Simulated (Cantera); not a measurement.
An isothermal, constant-pressure homogeneous reactor starts with 20.0 % NH3, 80.0 % H2, at 1525 K and 20.0 Torr.

Cantera simulation using the gas-phase N/H chemistry of the illustrative SiF4/NH3 mechanism in the Surface Chemkin manual (1991); the numbers are that mechanism's predictions, not measurements. Walls and surfaces, which speed up NH3 decomposition in real reactors, are not modelled.

Problem. Predict: x(NH3) at 40.0 s; x(H2) at 40.0 s; x(N2H4) at 40.0 s; x(NH2) at 40.0 s; x(N2) at 40.0 s.

Solution. 
```
Quantity                                             Result
-----------------  ----------------------------------------
x(NH3) at 40.0 s      0.187 (gas-phase equilibrium 3.83e-7)
x(H2) at 40.0 s         0.808 (gas-phase equilibrium 0.917)
x(N2H4) at 40.0 s    1.57e-9 (gas-phase equilibrium <1e-12)
x(NH2) at 40.0 s   2.77e-5 (gas-phase equilibrium 1.31e-10)
x(N2) at 40.0 s      0.00549 (gas-phase equilibrium 0.0833)
```
